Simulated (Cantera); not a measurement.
Charge: 1 mol B₂O₃, 31 mol HCl, equilibrated at 1223 K and 4.43 Torr.

These are equilibrium values from Cantera (NASA tables, ideal gas, pure condensed phases), not measurements of a reactor. Candidate condensed phases: B, B₂O₃, B₃O₃H₃, H₂O; 33 gas species. The tables' values for BOCl are old estimates; treat these amounts as uncertain. Equilibrium is a limit: real reactors are often held back by kinetics, nucleation or transport.

Base state: HCl 0.999, H₂O 0.000350, HBO₂ 0.000279, Cl 0.000275, BCl₃ 0.000229, H₂ 0.000150, BOCl 9.90e-5, B₃O₃Cl₃ 6.50e-5 (mole fractions); condensed: B₂O₃(l).

Question: What changes in the equilibrium state with this change: pressure from 4.43 Torr to 0.0165 Torr?

Answer: 
```csv
species,before,after
HCl,0.999,0.991
HBO₂,0.000279,0.00272
BOCl,9.90e-5,0.00271
B₂O₃,3.26e-6,0.000874
Cl,0.000275,0.00182
Cl₂,1.25e-5,2.03e-6
H₂,0.000150,0.000908
B₃O₃Cl₃,6.50e-5,1.85e-5
"B₂O₃(l), mol",0.987,0.886
```
